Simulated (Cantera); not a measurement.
A closed system holds: 1 mol CS2, 0.59 mol H2, 8.2 mol O2, equilibrated at 2875 K and 5.20 bar.

Cantera equilibrium calculation (NASA polynomials, part measured and part estimated; ideal gas, pure solids and liquids). Candidate condensed phases: C, C6H6, C7H8, C8H18, H2O, H2SO4, S; 123 gas species. The numbers say what is thermodynamically allowed, not how fast it happens.

Base state: O2 0.553, SO2 0.224, CO2 0.102, H2O 0.0535, OH 0.0247, O 0.0236, CO 0.0124, SO 0.00487 (mole fractions); condensed: gas only.

**Question.** What changes in the equilibrium state with this change: O2 from 8.2 to 0.27 mol?

**Answer.** 
```csv
species,before,after
CO,0.0124,0.234
S2,9.28e-8,0.232
H2,0.000912,0.194
O2,0.553,<1e-9
SO2,0.224,1.40e-9
CS,<1e-9,0.112
CS2,<1e-9,0.0887
O,0.0236,4.71e-8
H2S,7.16e-8,0.0240
OH,0.0247,7.17e-7
CO2,0.102,3.84e-6
SH,2.52e-6,0.0580
H2O,0.0535,2.27e-5
S,2.31e-5,0.0364
H,0.00140,0.0204
SO3,0.000396,<1e-9
C2H2 (acetylene),<1e-9,0.000107
HO2,7.65e-5,<1e-9
COS,4.07e-8,0.00121
SO,0.00487,1.53e-5
```

**Question.** What changes in the equilibrium state with this change: H2 from 0.59 to 7.9 mol?

**Answer.** 
| species | before | after |
|---|---|---|
| H2O | 0.0535 | 0.567 |
| SO2 | 0.224 | 0.149 |
| O2 | 0.553 | 0.105 |
| H2 | 0.000912 | 0.0222 |
| O | 0.0236 | 0.0103 |
| OH | 0.0247 | 0.0530 |
| CO2 | 0.102 | 0.0613 |
| CO | 0.0124 | 0.0171 |
| SH | 2.52e-6 | 4.37e-5 |
| H | 0.00140 | 0.00691 |
| S | 2.31e-5 | 8.12e-5 |
